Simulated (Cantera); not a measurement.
**Transport properties of process gases**

Gas mixture: 100 % NO, at 1330 Pa, frozen composition.

Cantera's kinetic-theory transport with the Lennard-Jones parameters of GRI-Mech 3.0, ideal gas; thermal conductivity in the multicomponent form. The composition is frozen, though it would react at the higher temperatures.

| T (K) | ρ (kg/m³) | cp (J/kg/K) | μ (µPa s) | λ (mW/m/K) | Pr | D (cm²/s) CH₃ | D (cm²/s) H | D (cm²/s) C₂H₂ |
|---|---|---|---|---|---|---|---|---|
| 400 | 0.0120 | 998.6 | 23.1 | 32.5 | 0.711 | 28.2 | 154 | 21.0 |
| 600 | 0.00802 | 1041 | 30.6 | 45.0 | 0.708 | 56.7 | 311 | 42.7 |
| 800 | 0.00601 | 1092 | 37.1 | 57.3 | 0.708 | 92.3 | 506 | 69.7 |
| 1000 | 0.00481 | 1133 | 42.9 | 68.8 | 0.707 | 134 | 736 | 102 |
| 1200 | 0.00401 | 1159 | 48.4 | 79.3 | 0.707 | 182 | 998 | 138 |
| 1400 | 0.00344 | 1181 | 53.4 | 89.3 | 0.707 | 235 | 1290 | 179 |
| 1600 | 0.00301 | 1199 | 58.3 | 98.9 | 0.706 | 294 | 1610 | 223 |
D: mixture-averaged diffusion coefficient of that species in the mixture.
